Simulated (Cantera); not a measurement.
**Reactions in the system C-H-Ni-S**

Source: NASA polynomial tables (part measured, part estimated), evaluated in Cantera. Values are per mole of reaction as written; species without (g) are pure solids or liquids, kept so even where they would boil at 1 bar.

2 CH₄(g) + NiS₂ = 2 H₂S(g) + Ni + C₂H₄(g)

```json
[
 {"T (K)": "1098", "ΔH° (kJ)": "287.0", "ΔS° (J/K)": "209.9", "ΔG° (kJ)": "56.5", "log10 K": "-2.69", "condensed phases": "NiS₂(s), Ni(s)"},
 {"T (K)": "1298", "ΔH° (kJ)": "217.1", "ΔS° (J/K)": "155.1", "ΔG° (kJ)": "15.8", "log10 K": "-0.64", "condensed phases": "NiS₂(l), Ni(s)"},
 {"T (K)": "1498", "ΔH° (kJ)": "212.7", "ΔS° (J/K)": "151.9", "ΔG° (kJ)": "-14.9", "log10 K": "0.52", "condensed phases": "NiS₂(l), Ni(s)"},
 {"T (K)": "1698", "ΔH° (kJ)": "208.2", "ΔS° (J/K)": "149.1", "ΔG° (kJ)": "-45.0", "log10 K": "1.38", "condensed phases": "NiS₂(l), Ni(s)"},
 {"T (K)": "1898", "ΔH° (kJ)": "220.8", "ΔS° (J/K)": "156.5", "ΔG° (kJ)": "-76.2", "log10 K": "2.10", "condensed phases": "NiS₂(l), Ni(l)"},
 {"T (K)": "2098", "ΔH° (kJ)": "215.7", "ΔS° (J/K)": "154.0", "ΔG° (kJ)": "-107.3", "log10 K": "2.67", "condensed phases": "NiS₂(l), Ni(l)"},
 {"T (K)": "2298", "ΔH° (kJ)": "210.3", "ΔS° (J/K)": "151.5", "ΔG° (kJ)": "-137.8", "log10 K": "3.13", "condensed phases": "NiS₂(l), Ni(l)"},
 {"T (K)": "2498", "ΔH° (kJ)": "204.5", "ΔS° (J/K)": "149.1", "ΔG° (kJ)": "-167.9", "log10 K": "3.51", "condensed phases": "NiS₂(l), Ni(l)"},
 {"T (K)": "2698", "ΔH° (kJ)": "198.4", "ΔS° (J/K)": "146.7", "ΔG° (kJ)": "-197.5", "log10 K": "3.82", "condensed phases": "NiS₂(l), Ni(l)"}
]
```
